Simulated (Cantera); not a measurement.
Equilibrium for tantalum, niobium, vanadium and zirconium in process gases: V + N₂

Input: 1 mol V, 0.57 mol N₂, at 9.75 Torr.

Equilibrium computed with Cantera from the NASA thermochemical tables; the gas is ideal and each condensed phase is pure. Candidate condensed phases: V, VN; 4 gas species. VN: taken at fixed stoichiometry. Condensed phases not in the tables: V₂N, N, O or C dissolved in the metal. Equilibrium is a limit: real reactors are often held back by kinetics, nucleation or transport.

```json
[
 {"T (K)": "1648", "x N₂": "1.00", "x V": "7.18e-9", "x VN": "1.27e-12", "x N": "1.67e-11", "n VN(s)": "1.00", "n V(l)": "0"},
 {"T (K)": "1698", "x N₂": "1.00", "x V": "3.35e-8", "x VN": "5.97e-12", "x N": "4.69e-11", "n VN(s)": "1.00", "n V(l)": "0"},
 {"T (K)": "1748", "x N₂": "1.00", "x V": "1.43e-7", "x VN": "2.55e-11", "x N": "1.24e-10", "n VN(s)": "1.00", "n V(l)": "0"},
 {"T (K)": "1798", "x N₂": "1.000", "x V": "5.60e-7", "x VN": "1.00e-10", "x N": "3.10e-10", "n VN(s)": "1.00", "n V(l)": "0"},
 {"T (K)": "1848", "x N₂": "1.000", "x V": "2.04e-6", "x VN": "3.67e-10", "x N": "7.37e-10", "n VN(s)": "1.00", "n V(l)": "0"},
 {"T (K)": "1898", "x N₂": "1.000", "x V": "6.92e-6", "x VN": "1.25e-9", "x N": "1.68e-9", "n VN(s)": "1.00", "n V(l)": "0"},
 {"T (K)": "1948", "x N₂": "1.000", "x V": "2.20e-5", "x VN": "3.97e-9", "x N": "3.66e-9", "n VN(s)": "1.000", "n V(l)": "0"},
 {"T (K)": "1998", "x N₂": "1.000", "x V": "6.60e-5", "x VN": "1.19e-8", "x N": "7.69e-9", "n VN(s)": "1.000", "n V(l)": "0"},
 {"T (K)": "2048", "x N₂": "1.000", "x V": "0.000187", "x VN": "3.39e-8", "x N": "1.56e-8", "n VN(s)": "1.000", "n V(l)": "0"},
 {"T (K)": "2098", "x N₂": "0.999", "x V": "0.000505", "x VN": "9.13e-8", "x N": "3.05e-8", "n VN(s)": "1.000", "n V(l)": "0"},
 {"T (K)": "2148", "x N₂": "0.999", "x V": "0.00130", "x VN": "2.35e-7", "x N": "5.78e-8", "n VN(s)": "1.000", "n V(l)": "0"},
 {"T (K)": "2198", "x N₂": "0.997", "x V": "0.00267", "x VN": "4.82e-7", "x N": "1.07e-7", "n VN(s)": "0", "n V(l)": "0.998"},
 {"T (K)": "2248", "x N₂": "0.995", "x V": "0.00477", "x VN": "8.60e-7", "x N": "1.91e-7", "n VN(s)": "0", "n V(l)": "0.997"}
]
```
x: gas mole fraction; n: condensed amount in mol.

From 1648 K to 2148 K the condensed part is VN(s). From 2198 K to 2248 K the condensed part is V(l).
